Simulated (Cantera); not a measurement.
An isothermal, constant-pressure homogeneous reactor starts with C2H4 : H2 : N2 = 1 : 47 : 0.059 (molar parts), at 1773 K and 34000 Pa.

Computed with Cantera and GRI-Mech 3.0 (53 species, 325 reactions). GRI-Mech 3.0 was tuned for natural gas; its chemistry of ethylene as a main component is partial and can be far from experiment. GRI-Mech 3.0 stops at C3 and has no aromatics, soot or wall deposition, so with more carbon than oxygen in the feed, carbon stays in small species such as C2H2 where larger ones or solid carbon would form.

**Question.** Predict: x(C2H4) at 3.00 s; x(H2) at 3.00 s; x(CH4) at 3.00 s; x(H) at 3.00 s; x(C2H) at 3.00 s; x(CH2) at 3.00 s.

**Answer.** 
| Item | Result |
|---|---|
| x(C2H4) at 3.00 s | 0.000174 (gas-phase equilibrium 0.000167) |
| x(H2) at 3.00 s | 0.976 (gas-phase equilibrium 0.976) |
| x(CH4) at 3.00 s | 0.00317 (gas-phase equilibrium 0.00310) |
| x(H) at 3.00 s | 0.000486 (gas-phase equilibrium 0.000486) |
| x(C2H) at 3.00 s | 7.23e-8 (gas-phase equilibrium 6.93e-8) |
| x(CH2) at 3.00 s | 1.74e-8 (gas-phase equilibrium 1.71e-8) |
